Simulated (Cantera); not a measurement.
An isothermal, constant-pressure homogeneous reactor starts with NH3 : H2 = 1 : 0.44 (molar parts), at 2225 K and 13300 Pa.

Detailed kinetics in Cantera: the gas-phase N/H chemistry of the illustrative SiF4/NH3 mechanism in the Surface Chemkin manual (1991). Walls and surfaces, which speed up NH3 decomposition in real reactors, are not modelled.

x: mole fraction; the columns are a selection and need not sum to one.

| t (s) | x NH3 | x H2 | x NH2 | x H | x N2H2 | x N |
|---|---|---|---|---|---|---|
| 1.00e-5 | 0.694 | 0.306 | 0.000153 | 2.38e-5 | 1.19e-8 | 3.46e-10 |
| 2.64e-5 | 0.694 | 0.306 | 0.000405 | 5.94e-5 | 1.24e-7 | ___ |
| 6.96e-5 | 0.693 | 0.306 | 0.00104 | 0.000150 | 1.28e-6 | ___ |
| 0.000184 | 0.690 | 0.307 | 0.00221 | 0.000320 | 8.67e-6 | ___ |
| 0.000484 | 0.681 | 0.313 | 0.00266 | 0.000398 | 1.40e-5 | 3.21e-6 |
| 0.00128 | 0.657 | 0.330 | 0.00260 | 0.000424 | 1.34e-5 | 3.32e-6 |
| 0.00337 | 0.600 | 0.370 | 0.00243 | 0.000486 | 1.17e-5 | 3.50e-6 |
| 0.00890 | 0.478 | 0.456 | 0.00207 | 0.000638 | 8.46e-6 | ___ |
| 0.0235 | 0.280 | 0.596 | 0.00143 | 0.000981 | 4.27e-6 | ___ |
| 0.0619 | 0.0842 | 0.734 | 0.000638 | 0.00179 | 1.08e-6 | ___ |
| 0.163 | 0.00265 | 0.787 | 6.83e-5 | 0.00652 | 3.16e-8 | ___ |
| 0.431 | 1.33e-5 | 0.781 | 8.36e-7 | 0.0158 | 8.91e-12 | ___ |
| 1.14 | 2.91e-6 | 0.781 | 1.83e-7 | 0.0158 | <1e-12 | ___ |
| 3.00 | 1.06e-6 | 0.781 | 6.66e-8 | 0.0158 | <1e-12 | ___ |

Q: Complete the blanks.

A: 
- 2.64e-5, x N: 1.14e-8
- 6.96e-5, x N: 2.23e-7
- 0.000184, x N: 1.89e-6
- 0.00890, x N: 3.83e-6
- 0.0235, x N: 4.28e-6
- 0.0619, x N: 4.71e-6
- 0.163, x N: 6.22e-6
- 0.431, x N: 4.57e-7
- 1.14, x N: 1.00e-7
- 3.00, x N: 3.65e-8
